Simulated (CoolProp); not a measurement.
A single-stage vapour-compression cycle with sulfur dioxide: evaporating at 242.15 K (dew point), condensing at 307.15 K (bubble point), superheat 2 K, subcooling 2 K, compressor efficiency 0.7, no pressure losses. Each further row changes one setting.

The numbers come from the reference Helmholtz-energy equation of state, Gao 2016 in CoolProp.

```tsv
case	cooling COP	pressure ratio	discharge temperature (K)	refrigerating effect (kJ/kg)	volumetric capacity (kJ/m³)
as stated	2.02	14.6	489.0	322	371
evaporating temperature 247.15 K	2.29	(withheld)	468.5	325	479
condensing temperature 302.15 K	(withheld)	(withheld)	471.9	329	379
subcooling 7 K	2.06	14.6	489.0	329	379
superheat 12 K	1.98	14.6	506.0	328	363
compressor efficiency 0.6	1.73	14.6	524.9	322	371
```

Q: Complete the blanks.

A: 
- evaporating temperature 247.15 K, pressure ratio: 11.2
- condensing temperature 302.15 K, cooling COP: 2.23
- condensing temperature 302.15 K, pressure ratio: 12.4
